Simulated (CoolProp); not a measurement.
R141b at several states: Z from the reference equation and from simpler models built on Tc = 204.4 °C, pc = 4.212 MPa, ω = 0.220; each cubic takes its own stable root.

The numbers come from the reference Helmholtz-energy equation of state, Lemmon 2006 in CoolProp. It is a short technical equation, of lower accuracy than the large ones.

```tsv
T (°C)	p (MPa)	phase	reference
117.55	1.39	liquid	0.04858
75.75	0.135	gas	0.9690
188.55	0.266	gas	0.9766
-14.45	0.0105	gas	0.9925
```

How far does each simpler model (van der Waals, Redlich-Kwong, Soave-Redlich-Kwong, Peng-Robinson) lie from the reference over these 4 states: mean and median of the absolute difference, and the worst?


- van der Waals: mean 392.0 %, median 0.8 %, worst +1566.3 % at 117.55 °C and 1.39 MPa
- Redlich-Kwong: mean 4.5 %, median 0.4 %, worst +17.1 % at 117.55 °C and 1.39 MPa
- Soave-Redlich-Kwong: mean 3.1 %, median 0.2 %, worst +12.0 % at 117.55 °C and 1.39 MPa
- Peng-Robinson: mean 0.5 %, median 0.3 %, worst -1.3 % at 117.55 °C and 1.39 MPa

At some of these states van der Waals gives the other phase, because its saturation line lies elsewhere.
